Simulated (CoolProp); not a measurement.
Chloromethane (R40) along the isotherm 88.85 °C: density (kg/m³) from the reference equation and from simpler models built on Tc = 145.5 °C, pc = 6.929 MPa, ω = 0.150; each cubic takes its own stable root.

Values from CoolProp's reference Helmholtz-energy equation of state, Thol 2014.

| p (MPa) | phase | reference | van der Waals | Peng-Robinson |
|---|---|---|---|---|
| 1.44 | gas | 28.02 | 26.70 | 27.77 |
| 2.89 | liquid | 760.5 | 61.92 | 762.8 |
| 4.33 | liquid | 769.6 | 480.0 | 775.2 |
| 5.77 | liquid | 777.7 | 494.1 | 786.3 |
| 7.22 | liquid | 785.1 | 505.5 | 796.4 |
| 8.66 | liquid | 791.9 | 515.0 | 805.6 |
| 10.1 | liquid | 798.1 | 523.3 | 814.2 |
| 11.5 | liquid | 803.8 | 530.4 | 821.9 |
| 13 | liquid | 809.5 | 537.3 | 829.6 |
| 14.4 | liquid | 814.6 | 543.1 | 836.4 |
| 15.9 | liquid | 819.7 | 548.8 | 843.2 |
| 17.3 | liquid | 824.2 | 553.7 | 849.3 |

At some of these states van der Waals gives the other phase, because its saturation line lies elsewhere.
